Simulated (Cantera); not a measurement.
Input (Python, Cantera):

```python
import numpy as np
import cantera as ct

gas = ct.Solution("h2o2.yaml")
gas.TPX = 1300, 35000, {'H2': 1.1, 'O2': 1, 'N2': 1.3}
inlet = ct.Reservoir(gas, clone=True)

reactor = ct.IdealGasConstPressureReactor(gas, energy="off", clone=False)
exhaust = ct.Reservoir(gas, clone=True)
tau = [8.6, 3.6, 1.5, 0.64, 0.27, 0.11, 0.047, 0.02, 0.0084][0]
for a, b in ((inlet, reactor), (reactor, exhaust)):
    ct.MassFlowController(a, b, mdot=lambda t: reactor.mass / tau)
net = ct.ReactorNet([reactor])
show = ['H2', 'O2', 'H', 'H2O', 'HO2', 'OH', 'H2O2']

rows = []
print(f"{'tau/s':>10s}{'T/K':>9s}" + "".join(f"{s:>11s}" for s in show))
for tau in [8.6, 3.6, 1.5, 0.64, 0.27, 0.11, 0.047, 0.02, 0.0084]:
    net.initial_time = 0.0
    net.advance(30 * tau)
    before = gas.X
    net.advance(40 * tau)
    drift = np.max(np.abs(gas.X - before) / (gas.X + 1e-9))
    rows.append([gas.T, *gas[show].X, drift])
    print(f"{tau:10.3e}{gas.T:9.1f}" + "".join(f"{x:11.3e}" for x in gas[show].X))
```

Output:

```
     tau/s      T/K         H2         O2          H        H2O        HO2         OH       H2O2
 8.600e+00   1300.0  3.744e-05  1.578e-01  5.979e-07  3.858e-01  1.347e-06  2.074e-04  2.002e-07
 3.600e+00   1300.0  6.699e-05  1.578e-01  1.435e-06  3.857e-01  2.353e-06  2.767e-04  3.110e-07
 1.500e+00   1300.0  1.202e-04  1.578e-01  3.471e-06  3.856e-01  4.079e-06  3.699e-04  4.748e-07
 6.400e-01   1300.0  2.123e-04  1.578e-01  8.202e-06  3.854e-01  6.853e-06  4.907e-04  7.024e-07
 2.700e-01   1300.0  3.770e-04  1.578e-01  1.960e-05  3.851e-01  1.130e-05  6.537e-04  1.025e-06
 1.100e-01   1300.0  6.828e-04  1.578e-01  4.842e-05  3.845e-01  1.826e-05  8.824e-04  1.488e-06
 4.700e-02   1300.0  1.191e-03  1.579e-01  1.137e-04  3.837e-01  2.733e-05  1.176e-03  2.075e-06
 2.000e-02   1300.0  2.063e-03  1.580e-01  2.673e-04  3.822e-01  3.852e-05  1.577e-03  2.832e-06
 8.400e-03   1300.0  3.560e-03  1.582e-01  6.334e-04  3.797e-01  5.092e-05  2.137e-03  3.776e-06
```

Model: the H2/O2 subset of GRI-Mech 3.0, which has no nitrogen chemistry, integrated in Cantera. The temperature is held fixed by assumption; the heat of reaction is taken as removed at once.
